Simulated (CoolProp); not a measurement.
The fluid at 293.15 K and 10.6 MPa flows at 2.2 m/s in a round tube of 2 mm bore and 45 µm roughness, fully developed (64/Re and Nu = 3.66 if laminar; Colebrook and Gnielinski if turbulent). The same conditions are run with several fluids, on thermodynamics alone (safety and materials aside).

Values from CoolProp's reference Helmholtz-energy equation of state of each fluid (CF4 (R14): Platzer 1990; C2F6 (R116): Lemmon 2006; nitrogen: Span 2000; normal hydrogen: Leachman 2009; methane: Setzmann 1991). The equations of Platzer and Polt are older, rougher fits.

Rank CF4 (R14), C2F6 (R116), nitrogen, normal hydrogen, methane by Reynolds number, highest first.

CF4 (R14) (74200), C2F6 (R116) (40800), nitrogen (26900), methane (26300), normal hydrogen (4060)

```
fluid            Darcy friction factor  pressure drop (Pa/m)  heat-transfer coefficient (W/(m² K))  mass flow (kg/h)
---------------  ---------------------  --------------------  ------------------------------------  ----------------
CF4 (R14)                       0.0514                 35500                                  7370              14.2
C2F6 (R116)                     0.0518                 75200                                  9240              29.9
nitrogen                        0.0522                  7680                                  2430              3.02
normal hydrogen                 0.0587                   585                                  1950             0.205
methane                         0.0523                  5290                                  3700              2.08
```

Transport values come from each fluid's own correlations; those of CF4 (R14), C2F6 (R116) are estimates that may be off by 10 % or more.
